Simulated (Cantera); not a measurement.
Charge: 1 mol Si2H6, 3.1 mol N2, held at 1127 °C and 0.0100 bar.

These are equilibrium values from Cantera (NASA tables, ideal gas, pure condensed phases), not measurements of a reactor. Candidate condensed phases: Si, Si3N4; 18 gas species. The feed counts by its element totals alone. N2 is the only nitrogen source here; it is nearly inert below about 1500 K, so the nitride shown seldom forms there in practice. Kinetics and transport are ignored.

Task: What is the equilibrium state?

Result: 
```
Property                              Value
--------------------------------  ---------
x(H2)                                 0.629
x(N2)                                 0.371
x(H)                                3.86e-5
n(Si3N4(s))                       0.667 mol
gas amount                        4.767 mol
log10 activity of Si(s) (absent)      -1.87
```
